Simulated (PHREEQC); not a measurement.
Dissolve 0.26 mmol/kgw H3PO4 and 1.3 mmol/kgw K2HPO4 at 79 °C. Closed to the air; pH follows from the charge balance.

Computed with PHREEQC (ion-association model, phreeqc.dat).

Precipitation was switched off in this run.

Problem. Order these P species by the share of P that they hold, largest first: HPO4-2, H2PO4-, KHPO4-.

Solution. HPO4-2 (66 %), H2PO4- (34 %), KHPO4- (0.25 %)

The pH is 7.29 and the ionic strength 0.00363 mol/kgw. At this temperature some constants are extrapolated from 25 °C, and those without enthalpy data are left unchanged.
